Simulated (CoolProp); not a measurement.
Properties of nitrogen along the isotherm 144.2 K.

The numbers come from the reference Helmholtz-energy equation of state, Span 2000 in CoolProp.

```
p (MPa)          phase  speed of sound (m/s)  Joule-Thomson coefficient (K/MPa)  expansivity (1/kK)  conductivity (mW/(m K))
-------  -------------  --------------------  ---------------------------------  ------------------  -----------------------
0.0161             gas                 244.7                              8.311               6.957                     13.4
0.0286             gas                 244.6                              8.311               6.975                     13.4
0.0509             gas                 244.4                              8.312               7.007                     13.5
0.0906             gas                 244.1                              8.312               7.064                     13.5
0.161              gas                 243.6                              8.312               7.166                     13.5
0.286              gas                 242.6                              8.311               7.355                     13.6
0.509              gas                 241.0                              8.307               7.712                     13.8
0.906              gas                 238.0                              8.291               8.425                     14.2
1.61               gas                 232.7                              8.223               9.995                     15.2
2.86               gas                 223.7                              7.911               14.35                     17.6
5.09     supercritical                 216.4                              5.998               34.49                     27.7
```

Thermal conductivity comes from a separate model (Lemmon 2004).
